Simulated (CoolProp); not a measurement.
Aqueous ethanol as a coolant, at 29 °C, 1 atm.

The numbers come from the Melinder's fits for secondary coolants in CoolProp.

| mass % | freezing point (°C) | Prandtl number | viscosity (mPa s) | cp (kJ/(kg K)) | conductivity (W/(m K)) |
|---|---|---|---|---|---|
| 1.3 | -0.6 | 5.98 | ___ | 4.176 | 0.603 |
| 9.2 | -4.0 | 8.99 | ___ | 4.266 | ___ |
| 17 | -8.8 | 12.9 | 1.48 | ___ | ___ |
| 24.9 | -15.4 | 17.2 | 1.78 | 4.291 | 0.445 |
| 32.7 | -22.7 | 20.7 | 1.98 | ___ | 0.402 |
| 40.6 | -30.1 | ___ | 2.08 | 4.065 | 0.362 |
| 48.4 | -36.4 | 25.2 | 2.10 | 3.919 | 0.326 |

Problem. Complete the blanks.

Solution. 
- 1.3, viscosity (mPa s): 0.864
- 9.2, viscosity (mPa s): 1.15
- 9.2, conductivity (W/(m K)): 0.545
- 17, cp (kJ/(kg K)): 4.318
- 17, conductivity (W/(m K)): 0.493
- 32.7, cp (kJ/(kg K)): 4.197
- 40.6, Prandtl number: 23.3
